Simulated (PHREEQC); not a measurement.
0.2 mol of Gypsum (CaSO4:2H2O) is brought to equilibrium with 1 kg of water holding 0.087 mol LiCl, with rising amounts of CuCl2, at 20 °C. Oxygen is held at 0.21 atm. The system is closed to CO2. The run lets Gypsum, Portlandite, Cu(OH)2, Brochantite, Antlerite, Atacamite, Chalcanthite precipitate or redissolve, and no other solid.

All values are PHREEQC results (ion-association model, wateq4f.dat), not measurements.

**Question.** Predict pH, dissolved Ca (mol/kgw), dissolved S (mol/kgw), Antlerite (mol) at CuCl2 added (mol) = 0, 0.0125, 0.0208.

**Answer.** 
```json
[
 {"CuCl2 added (mol)": "0", "pH": "7.12", "dissolved Ca (mol/kgw)": "0.0209", "dissolved S (mol/kgw)": "0.0209", "Antlerite (mol)": "0"},
 {"CuCl2 added (mol)": "0.0125", "pH": "4.55", "dissolved Ca (mol/kgw)": "0.0232", "dissolved S (mol/kgw)": "0.0232", "Antlerite (mol)": "1.19e-5"},
 {"CuCl2 added (mol)": "0.0208", "pH": "4.39", "dissolved Ca (mol/kgw)": "0.0246", "dissolved S (mol/kgw)": "0.0246", "Antlerite (mol)": "1.70e-5"}
]
```
